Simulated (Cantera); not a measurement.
An isothermal, constant-pressure homogeneous reactor starts with 74.6 % NO, 16.4 % N2, 8.96 % H2O, at 1648 K and 825 Torr.

Cantera simulation using GRI-Mech 3.0 (53 species, 325 reactions); the numbers are that mechanism's predictions, not measurements.

x: mole fraction; the columns are a selection and need not sum to one.

```csv
t (s),x NO,x O2,x O,x N2,x NO2
3.00e-5,0.746,5.30e-10,9.16e-8,0.164,?
8.23e-5,0.746,2.45e-9,9.62e-8,0.164,?
0.000226,0.746,1.60e-8,1.16e-7,0.164,?
0.000620,0.746,1.76e-7,2.12e-7,0.164,?
0.00170,0.746,2.66e-6,4.88e-7,0.164,?
0.00468,0.746,2.51e-5,8.54e-7,0.164,?
0.0128,0.745,0.000185,1.39e-6,0.164,?
0.0352,0.744,0.000865,1.67e-6,0.165,?
0.0967,0.740,0.00279,2.03e-6,0.167,?
0.265,0.729,0.00801,2.73e-6,0.173,?
0.729,0.701,0.0217,3.98e-6,0.186,?
2.00,0.634,0.0549,5.96e-6,0.220,?
```

### Question
Complete the blanks.

### Answer

- 3.00e-5, x NO2: 5.45e-7
- 8.23e-5, x NO2: 1.72e-6
- 0.000226, x NO2: 5.84e-6
- 0.000620, x NO2: 2.37e-5
- 0.00170, x NO2: 8.38e-5
- 0.00468, x NO2: 0.000169
- 0.0128, x NO2: 0.000306
- 0.0352, x NO2: 0.000377
- 0.0967, x NO2: 0.000463
- 0.265, x NO2: 0.000629
- 0.729, x NO2: 0.000899
- 2.00, x NO2: 0.00124
